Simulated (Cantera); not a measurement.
Feed: 1 mol SiCl₄, 0.95 mol H₂, at 0.150 bar.

Cantera equilibrium calculation (NASA polynomials, part measured and part estimated; ideal gas, pure solids and liquids). Candidate condensed phases: Si; 19 gas species. Equilibrium is a limit: real reactors are often held back by kinetics, nucleation or transport. All values below are at 402 °C.

Base state: SiCl₄ 0.507, H₂ 0.482, HCl 0.00566, SiHCl₃ 0.00566 (mole fractions); condensed: gas only.

Problem. What changes in the equilibrium state with this change: 0.047 mol N₂ added?

Solution. 
```
species         before     after
-------------  -------  --------
SiCl₄            0.507     0.461
H₂               0.482     0.402
HCl            0.00566     0.137
N₂                   0  0.000455
NH₃                  0   1.07e-5
SiHCl₃         0.00566  0.000177
Si₃N₄(s), mol        0    0.0230
```
N₂ is the only nitrogen source here; it is nearly inert below about 1500 K, so the nitride shown seldom forms there in practice. Further candidate phases: NH₄Cl, Si₃N₄.
